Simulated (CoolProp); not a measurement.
Properties of acetone along the isotherm 550 K.

The numbers come from the reference Helmholtz-energy equation of state, Lemmon 2006 in CoolProp. It is a short technical equation, of lower accuracy than the large ones.

| p (MPa) | phase | density (kg/m³) | Joule-Thomson coefficient (K/MPa) |
|---|---|---|---|
| 1.3 | gas | 18.05 | 9.266 |
| 2.61 | gas | 40.29 | 9.781 |
| 3.91 | gas | 68.67 | 10.30 |
| 5.21 | supercritical | 108.3 | 10.69 |
| 6.52 | supercritical | 172.7 | 10.43 |
| 7.82 | supercritical | 280.9 | 7.258 |
| 9.12 | supercritical | 357.8 | 3.797 |
| 10.4 | supercritical | 397.0 | 2.397 |
| 11.7 | supercritical | 422.9 | 1.701 |
